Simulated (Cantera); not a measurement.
What does this Cantera script print?

```python
import numpy as np
import cantera as ct

gas = ct.Solution("h2o2.yaml")
gas.TPX = 350, 960000, {'H2': 1, 'O2': 0.909, 'N2': 3.42, 'H2O': 0.19}
flame = ct.FreeFlame(gas, width=0.0082)
flame.set_refine_criteria(ratio=3, slope=0.08, curve=0.16)
flame.transport_model = "mixture-averaged"
flame.solve(loglevel=0, auto=True)
z, T = flame.grid, flame.T
thick = (T[-1] - T[0]) / np.gradient(T, z).max()
show = ['H2', 'O2', 'H2O', 'H', 'H2O2', 'HO2']
print(f"laminar burning velocity  {flame.velocity[0] * 100:.3f} cm/s")
print(f"burnt temperature         {T[-1]:.1f} K")
print(f"thermal thickness         {thick * 1e3:.4f} mm")
print(f"grid points               {len(z)}")
z0 = z[flame.heat_release_rate.argmax()]
print(f"{'z/mm':>9s}{'T/K':>9s}{'u/(m/s)':>9s}" + "".join(f"{s:>11s}" for s in show))
rows = []
for k in (-3, -2, -1.5, -1, -0.5, -0.25, 0, 0.25, 0.5, 1, 2, 4, 8):
    zz = z0 + k * thick
    rows.append([k * thick, np.interp(zz, z, T), np.interp(zz, z, flame.velocity),
                 *(np.interp(zz, z, flame.X[gas.species_index(s)]) for s in show)])
    print(f"{rows[-1][0] * 1e3:9.3f}{rows[-1][1]:9.1f}{rows[-1][2]:9.3f}" + "".join(f"{x:11.3e}" for x in rows[-1][3:]))
```

Output:

```
laminar burning velocity  10.379 cm/s
burnt temperature         1698.2 K
thermal thickness         0.1487 mm
grid points               119
     z/mm      T/K  u/(m/s)         H2         O2        H2O          H       H2O2        HO2
   -0.446    352.4    0.103  1.702e-01  1.668e-01  3.512e-02  1.053e-22  2.062e-07  1.692e-08
   -0.297    368.4    0.106  1.499e-01  1.702e-01  3.805e-02  8.197e-21  2.904e-06  2.481e-07
   -0.223    409.9    0.115  1.273e-01  1.721e-01  4.552e-02  7.931e-19  1.344e-05  1.344e-06
   -0.149    547.7    0.150  9.235e-02  1.686e-01  6.966e-02  4.295e-15  5.883e-05  9.292e-06
   -0.074    923.7    0.248  4.900e-02  1.454e-01  1.277e-01  4.789e-09  1.925e-04  7.732e-05
   -0.037   1226.0    0.329  2.720e-02  1.228e-01  1.696e-01  6.778e-06  1.996e-04  2.867e-04
    0.000   1530.4    0.411  8.932e-03  9.780e-02  2.106e-01  1.096e-04  1.155e-05  2.572e-04
    0.037   1657.1    0.446  1.892e-03  8.710e-02  2.273e-01  6.195e-05  2.305e-06  7.193e-05
    0.074   1686.0    0.454  4.802e-04  8.512e-02  2.308e-01  1.419e-05  1.058e-06  2.095e-05
    0.149   1695.9    0.456  6.752e-05  8.470e-02  2.320e-01  1.329e-06  3.556e-07  3.711e-06
    0.297   1697.9    0.457  8.872e-06  8.470e-02  2.322e-01  1.680e-07  1.470e-07  1.113e-06
    0.595   1698.2    0.457  5.184e-06  8.471e-02  2.323e-01  1.079e-07  1.213e-07  9.247e-07
    1.190   1698.2    0.457  5.112e-06  8.471e-02  2.323e-01  1.065e-07  1.205e-07  9.197e-07
```

Model: the H2/O2 subset of GRI-Mech 3.0, which has no nitrogen chemistry, integrated in Cantera. The hydrogen kinetics of GRI-Mech 3.0 are dated; newer H2 mechanisms differ, most at raised pressure. Burning velocities carry a grid error of a few per cent, more on coarse grids. Lean hydrogen flames are cellular in practice and burn faster than this planar one.
